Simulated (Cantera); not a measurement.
**Adiabatic ignition**

An adiabatic, constant-pressure homogeneous reactor starts with CO : H₂ : O₂ : N₂ = 1 : 0.55 : 1.29 : 4.86 (molar parts), equivalence ratio 0.60, at 950 K and 510 Torr.

Detailed kinetics in Cantera: GRI-Mech 3.0 (53 species, 325 reactions).

| t (s) | T (K) | x CO | x H₂ | x O₂ | x OH | x HO₂ |
|---|---|---|---|---|---|---|
| 4.00e-6 | 950 | 0.130 | 0.0714 | 0.168 | 1.60e-12 | 6.69e-12 |
| 1.07e-5 | 950 | 0.130 | 0.0714 | 0.168 | 5.30e-12 | 2.65e-11 |
| 2.86e-5 | 950 | 0.130 | 0.0714 | 0.168 | 1.67e-11 | 1.65e-10 |
| 7.65e-5 | 950 | 0.130 | 0.0714 | 0.168 | 6.42e-11 | 1.44e-9 |
| 0.000205 | 950 | 0.130 | 0.0714 | 0.168 | 5.30e-10 | 2.16e-8 |
| 0.000547 | 950 | 0.130 | 0.0714 | 0.168 | 6.71e-8 | 3.03e-6 |
| 0.00146 | 2131 | 0.0277 | 0.00313 | 0.0818 | 0.0103 | 4.31e-6 |
| 0.00391 | 2346 | 0.0106 | 0.00102 | 0.0764 | 0.00690 | 3.37e-6 |
| 0.0105 | 2355 | 0.00964 | 0.000930 | 0.0757 | 0.00659 | 3.49e-6 |
| 0.0280 | 2352 | 0.00954 | 0.000922 | 0.0748 | 0.00651 | 3.43e-6 |
| 0.0748 | 2347 | 0.00937 | 0.000908 | 0.0731 | 0.00636 | 3.32e-6 |
| 0.200 | 2343 | 0.00925 | 0.000898 | 0.0718 | 0.00625 | 3.25e-6 |
x: mole fraction; the columns are a selection and need not sum to one.

The time of steepest temperature rise comes out as 0.995 ms and the temperature at 0.200 s comes out as 2343 K. The equilibrium temperature is 2343 K. The x(CO) at 0.200 s is 0.00925 (gas-phase equilibrium 0.00923) and the x(H₂) at 0.200 s is 0.000898 (gas-phase equilibrium 0.000896). The x(O₂) at 0.200 s comes out as 0.0718 (gas-phase equilibrium 0.0716).
